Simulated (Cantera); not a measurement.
An isothermal, constant-pressure homogeneous reactor starts with C2H6 : N2 = 1 : 49 (molar parts), at 1623 K and 1.00 bar. Integrator tolerance rtol = 1e-08.

Model: GRI-Mech 3.0 (53 species, 325 reactions), integrated in Cantera. GRI-Mech 3.0 stops at C3 and has no aromatics, soot or wall deposition, so with more carbon than oxygen in the feed, carbon stays in small species such as C2H2 where larger ones or solid carbon would form.

Q: What does this change do: temperature 1623 to 1575 K?

A: 
```csv
quantity,before,after
x(C2H6) at 3.00 s,2.79e-8 (gas-phase equilibrium 1.70e-9),1.08e-7 (gas-phase equilibrium 3.73e-9)
x(C2H2) at 3.00 s,0.0189 (gas-phase equilibrium 0.00353),0.0186 (gas-phase equilibrium 0.00370)
x(CH2) at 3.00 s,1.22e-9 (gas-phase equilibrium 2.72e-10),9.14e-10 (gas-phase equilibrium 1.50e-10)
x(H2) at 3.00 s,0.0377 (gas-phase equilibrium 0.0383),0.0368 (gas-phase equilibrium 0.0382)
x(HCN) at 3.00 s,2.29e-6 (gas-phase equilibrium 0.0313),1.08e-6 (gas-phase equilibrium 0.0308)
x(CH3) at 3.00 s,3.60e-6 (gas-phase equilibrium 8.00e-7),4.74e-6 (gas-phase equilibrium 7.74e-7)
x(C2H) at 3.00 s,2.56e-8 (gas-phase equilibrium 4.77e-9),1.16e-8 (gas-phase equilibrium 2.32e-9)
```

Q: What does this change do: N2 49 to 75 parts?

A: 
```json
[
 {"quantity": "x(C2H6) at 3.00 s", "before": "2.79e-8 (gas-phase equilibrium 1.70e-9)", "after": "1.77e-8 (gas-phase equilibrium 3.71e-10)"},
 {"quantity": "x(C2H2) at 3.00 s", "before": "0.0189 (gas-phase equilibrium 0.00353)", "after": "0.0126 (gas-phase equilibrium 0.00173)"},
 {"quantity": "x(CH2) at 3.00 s", "before": "1.22e-9 (gas-phase equilibrium 2.72e-10)", "after": "1.19e-9 (gas-phase equilibrium 1.56e-10)"},
 {"quantity": "x(H2) at 3.00 s", "before": "0.0377 (gas-phase equilibrium 0.0383)", "after": "0.0251 (gas-phase equilibrium 0.0256)"},
 {"quantity": "x(HCN) at 3.00 s", "before": "2.29e-6 (gas-phase equilibrium 0.0313)", "after": "3.16e-6 (gas-phase equilibrium 0.0221)"},
 {"quantity": "x(CH3) at 3.00 s", "before": "3.60e-6 (gas-phase equilibrium 8.00e-7)", "after": "2.88e-6 (gas-phase equilibrium 3.74e-7)"},
 {"quantity": "x(C2H) at 3.00 s", "before": "2.56e-8 (gas-phase equilibrium 4.77e-9)", "after": "2.09e-8 (gas-phase equilibrium 2.85e-9)"}
]
```

Q: What does this change do: C2H6 1 to 0.69 parts?

A: 
| quantity | before | after |
|---|---|---|
| x(C2H6) at 3.00 s | 2.79e-8 (gas-phase equilibrium 1.70e-9) | 1.87e-8 (gas-phase equilibrium 4.53e-10) |
| x(C2H2) at 3.00 s | 0.0189 (gas-phase equilibrium 0.00353) | 0.0133 (gas-phase equilibrium 0.00190) |
| x(CH2) at 3.00 s | 1.22e-9 (gas-phase equilibrium 2.72e-10) | 1.20e-9 (gas-phase equilibrium 1.67e-10) |
| x(H2) at 3.00 s | 0.0377 (gas-phase equilibrium 0.0383) | 0.0265 (gas-phase equilibrium 0.0269) |
| x(HCN) at 3.00 s | 2.29e-6 (gas-phase equilibrium 0.0313) | 3.03e-6 (gas-phase equilibrium 0.0232) |
| x(CH3) at 3.00 s | 3.60e-6 (gas-phase equilibrium 8.00e-7) | 2.96e-6 (gas-phase equilibrium 4.13e-7) |
| x(C2H) at 3.00 s | 2.56e-8 (gas-phase equilibrium 4.77e-9) | 2.14e-8 (gas-phase equilibrium 3.05e-9) |
